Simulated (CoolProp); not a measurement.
R113 along the isobar 43.1 bar: fugacity coefficient from the reference equation and from simpler models built on Tc = 487.2 K, pc = 33.92 bar, ω = 0.253; each cubic takes its own stable root.

Computed with CoolProp (reference Helmholtz-energy equation of state, Marx 1992).

```
T (K)          phase  reference  van der Waals  Soave-Redlich-Kwong
-----  -------------  ---------  -------------  -------------------
298.4         liquid    0.01261        0.09531              0.01276
315.2         liquid    0.02294         0.1243              0.02324
332           liquid    0.03866         0.1574              0.03926
348.8         liquid    0.06107         0.1945              0.06219
365.6         liquid    0.09129         0.2352              0.09323
382.4         liquid     0.1302         0.2792               0.1333
399.2         liquid     0.1781         0.3258               0.1826
416           liquid     0.2350         0.3745               0.2412
432.8         liquid     0.3003         0.4248               0.3082
449.6         liquid     0.3728         0.4759               0.3821
466.4         liquid     0.4506         0.5270               0.4603
483.2         liquid     0.5309         0.5770               0.5392
500    supercritical     0.6077         0.6245               0.6120
```
